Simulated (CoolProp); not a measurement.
Propyne along the isobar 3910 kPa: density (kg/m³) from the reference equation and from simpler models built on Tc = 402.7 K, pc = 5658 kPa, ω = 0.204; each cubic takes its own stable root.

Model: reference Helmholtz-energy equation of state, Polt 1992, in CoolProp. This equation is an older, rougher fit; its heat capacities, sound speeds and derivatives of the liquid may be far off and weren't checked against measurements.

| T (K) | phase | reference |
|---|---|---|
| 356.8 | liquid | 510.3 |
| 368.5 | liquid | 480.3 |
| 380.2 | liquid | 440.1 |
| 391.9 | gas | 74.16 |
| 403.7 | gas | 66.28 |
| 415.4 | gas | 61.01 |
| 427.1 | gas | 57.02 |
| 438.8 | gas | 53.81 |
| 450.6 | gas | 51.11 |
| 462.3 | gas | 48.80 |
| 474 | gas | 46.78 |

Problem. How far does each simpler model (van der Waals, Redlich-Kwong, Soave-Redlich-Kwong, Peng-Robinson) lie from the reference over these 11 states: mean and median of the absolute difference, and the worst?

Solution. 
- van der Waals: mean 20.3 %, median 2.8 %, worst -83.2 % at 380.2 K and 3910 kPa
- Redlich-Kwong: mean 11.1 %, median 0.6 %, worst -81.5 % at 380.2 K and 3910 kPa
- Soave-Redlich-Kwong: mean 4.7 %, median 1.0 %, worst -17.2 % at 380.2 K and 3910 kPa
- Peng-Robinson: mean 2.4 %, median 2.1 %, worst -6.7 % at 380.2 K and 3910 kPa

At some of these states van der Waals, Redlich-Kwong gives the other phase, because its saturation line lies elsewhere.
